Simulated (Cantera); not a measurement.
Input: 1 mol Si, 7.2 mol HBr, held at 873.15 K and 1.10e-5 bar.

Equilibrium computed with Cantera from the NASA thermochemical tables; the gas is ideal and each condensed phase is pure. Candidate condensed phases: Br2, Si; 19 gas species. The tables' values for SiBr3 are old estimates; treat these amounts as uncertain. Equilibrium is a limit: real reactors are often held back by kinetics, nucleation or transport.

Base state: HBr 0.517, H2 0.322, SiBr4 0.160, SiBr2 0.000380, SiBr3 0.000285, SiHBr3 0.000120, Br 7.46e-5 (mole fractions); condensed: gas only.

### Question
What changes in the equilibrium state with this change: HBr from 7.2 to 2.3 mol?

### Answer
| species | before | after |
|---|---|---|
| H2 | 0.322 | 0.576 |
| SiBr4 | 0.160 | 0.275 |
| HBr | 0.517 | 0.125 |
| SiBr2 | 0.000380 | 0.0200 |
| SiHBr3 | 0.000120 | 0.00153 |
| SiBr3 | 0.000285 | 0.00271 |
| Br | 7.46e-5 | 1.35e-5 |
| Si(s), mol | 0 | 0.461 |
